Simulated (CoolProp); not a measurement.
C3F8 (R218) along the isobar 37.2 bar: Z from the reference equation and from simpler models built on Tc = 345.0 K, pc = 26.40 bar, ω = 0.317; each cubic takes its own stable root.

The numbers come from the reference Helmholtz-energy equation of state, Lemmon 2006 in CoolProp. It is a short technical equation, of lower accuracy than the large ones.

```tsv
T (K)	phase	reference
192.2	liquid	0.2454
205	liquid	0.2358
217.8	liquid	0.2278
230.5	liquid	0.2212
243.3	liquid	0.2158
256	liquid	0.2116
268.8	liquid	0.2085
281.5	liquid	0.2067
294.3	liquid	0.2063
307	liquid	0.2078
319.8	liquid	0.2118
332.6	liquid	0.2203
345.3	supercritical	0.2388
358.1	supercritical	0.3011
370.8	supercritical	0.4724
```

Problem. How far does each simpler model (van der Waals, Redlich-Kwong, Soave-Redlich-Kwong, Peng-Robinson) lie from the reference over these 15 states: mean and median of the absolute difference, and the worst?

Solution. 
- van der Waals: mean 48.1 %, median 53.4 %, worst +58.8 % at 192.2 K and 37.2 bar
- Redlich-Kwong: mean 10.9 %, median 9.7 %, worst +16.6 % at 345.3 K and 37.2 bar
- Soave-Redlich-Kwong: mean 8.1 %, median 6.0 %, worst +17.8 % at 358.1 K and 37.2 bar
- Peng-Robinson: mean 5.4 %, median 6.3 %, worst +9.0 % at 358.1 K and 37.2 bar
